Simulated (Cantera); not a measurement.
# Abatement and gas-phase synthesis: H2S + O2 + H2

Charge: 1 mol H2S, 0.064 mol O2, 2.3 mol H2, equilibrated at 13.3 mbar.

Cantera equilibrium calculation (NASA polynomials, part measured and part estimated; ideal gas, pure solids and liquids). Candidate condensed phases: H2O, H2SO4, S; 19 gas species. Equilibrium is a limit: real reactors are often held back by kinetics, nucleation or transport.

| T (K) | x H | x H2 | x S | x S2 | x H2S | x H2O | x SH | x O | x SO |
|---|---|---|---|---|---|---|---|---|---|
| 1623 | 0.000534 | 0.795 | 0.000419 | 0.101 | 0.0611 | 0.0345 | 0.00721 | 5.36e-10 | 0.000152 |
| 1823 | 0.00337 | 0.806 | 0.00255 | 0.109 | 0.0308 | 0.0332 | 0.0138 | 3.10e-8 | 0.000709 |
| 2023 | 0.0147 | 0.798 | 0.0104 | 0.105 | 0.0166 | 0.0308 | 0.0218 | 7.90e-7 | 0.00228 |
| 2223 | 0.0484 | 0.761 | 0.0307 | 0.0894 | 0.00899 | 0.0263 | 0.0291 | 1.07e-5 | 0.00526 |
| 2423 | 0.126 | 0.678 | 0.0676 | 0.0619 | 0.00445 | 0.0201 | 0.0317 | 8.80e-5 | 0.00883 |
| 2623 | 0.267 | 0.537 | 0.110 | 0.0313 | 0.00178 | 0.0135 | 0.0265 | 0.000510 | 0.0110 |
| 2823 | 0.459 | 0.357 | 0.133 | 0.0111 | 0.000526 | 0.00758 | 0.0163 | 0.00225 | 0.0104 |
| 3023 | 0.641 | 0.191 | 0.136 | 0.00336 | 0.000120 | 0.00290 | 0.00806 | 0.00675 | 0.00702 |
| 3223 | 0.758 | 0.0858 | 0.133 | 0.00109 | 2.46e-5 | 0.000656 | 0.00368 | 0.0119 | 0.00324 |
| 3423 | 0.814 | 0.0362 | 0.131 | 0.000407 | 5.20e-6 | 0.000113 | 0.00171 | 0.0147 | 0.00123 |
x: gas mole fraction; nothing condenses.

From 1623 K to 3423 K nothing is condensed.
